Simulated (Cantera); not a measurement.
Thermodynamics of silicon carbide growth, feed (CH3)2SiCl2 + C3H8 + H2

Input: 1 mol (CH3)2SiCl2, 0.12 mol C3H8, 4.4 mol H2, at 20.3 Torr.

These are equilibrium values from Cantera (NASA tables, ideal gas, pure condensed phases), not measurements of a reactor. Candidate condensed phases: C, C6H6, C7H8, C8H18, Si, SiC; 109 gas species. The feed counts by its element totals alone. The tables' values for SiCl, SiCl3 are old estimates; treat these amounts as uncertain. Gases not in the tables: Si2H6 and higher silanes. Equilibrium is a limit: real reactors are often held back by kinetics, nucleation or transport.

```csv
T (°C),log p H2,log p HCl,log p H,log p SiCl2,log p Cl,log p Si,n C(graphite),n SiC(s)
1852,-1.68,-2.27,-3.28,-3.60,-4.00,-4.83,1.43,0.907
1877,-1.69,-2.27,-3.22,-3.59,-3.94,-4.69,1.43,0.901
1902,-1.69,-2.28,-3.16,-3.57,-3.88,-4.54,1.43,0.893
1927,-1.69,-2.28,-3.09,-3.56,-3.82,-4.40,1.44,0.883
1952,-1.69,-2.29,-3.03,-3.54,-3.77,-4.27,1.44,0.872
1977,-1.70,-2.29,-2.98,-3.53,-3.71,-4.13,1.45,0.857
2002,-1.70,-2.30,-2.92,-3.52,-3.66,-4.00,1.46,0.840
2027,-1.70,-2.31,-2.87,-3.51,-3.61,-3.87,1.47,0.818
2052,-1.71,-2.31,-2.81,-3.50,-3.56,-3.75,1.48,0.789
2077,-1.71,-2.32,-2.76,-3.49,-3.51,-3.63,1.50,0.752
```
log p: log10 of the partial pressure in bar; n: condensed amount in mol.

From 1852 °C to 2077 °C the condensed part is C(graphite) + SiC(s). The main Si-bearing gas is SiCl2 throughout. The share of Si in condensed phases is highest at 1852 °C (90.7 %) and lowest at 2077 °C (75.2 %).
